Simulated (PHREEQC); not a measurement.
0.045 g of hydrous ferric oxide (600 m²/g; 0.2 weak and 0.005 strong sites per Fe, Dzombak-Morel constants, diffuse double layer) in 1 kg of water with 0.05 mol/kgw of an inert sodium salt, at 25 °C; the pH is set by adding NaOH or the inert anion's acid. Oxygen alone is held at its pressure in air (log pO2 = -0.68). CO2 from the air is kept out. Nothing may precipitate in this run.

Computed with PHREEQC (ion-association model, wateq4f.dat).

**Question.** Predict surface charge σ (C/m²) at pH = 3.5, 4.5.

**Answer.** 
```tsv
pH	surface charge σ (C/m²)
3.5	0.335
4.5	0.238
```

Species that the database lacks are ignored. The oxide is taken as insoluble; below pH 4 it would dissolve.
